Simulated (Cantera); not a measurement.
A closed system holds: 1 mol BCl3, 1.1 mol NH3, at 0.000330 bar.

Method: chemical equilibrium by Gibbs-energy minimisation in Cantera with the NASA 1993 tables (ideal gas, pure condensed phases). Candidate condensed phases: B, BN, NH4Cl; 21 gas species. Gases not in the tables: BHCl2. Kinetics and transport are ignored.

What share of the B ends up in condensed phases as a function of T (°C), at 552, 627, 702, 777, 852, 927, 1002, 1077, 1152, 1227, 1302?


```json
[
 {"T (°C)": "552", "B condensed (%)": "100.0", "as": "BN(s)"},
 {"T (°C)": "627", "B condensed (%)": "100.0", "as": "BN(s)"},
 {"T (°C)": "702", "B condensed (%)": "99.8", "as": "BN(s)"},
 {"T (°C)": "777", "B condensed (%)": "99.5", "as": "BN(s)"},
 {"T (°C)": "852", "B condensed (%)": "98.8", "as": "BN(s)"},
 {"T (°C)": "927", "B condensed (%)": "97.7", "as": "BN(s)"},
 {"T (°C)": "1002", "B condensed (%)": "96.1", "as": "BN(s)"},
 {"T (°C)": "1077", "B condensed (%)": "94.3", "as": "BN(s)"},
 {"T (°C)": "1152", "B condensed (%)": "92.3", "as": "BN(s)"},
 {"T (°C)": "1227", "B condensed (%)": "89.9", "as": "BN(s)"},
 {"T (°C)": "1302", "B condensed (%)": "86.6", "as": "BN(s)"}
]
```
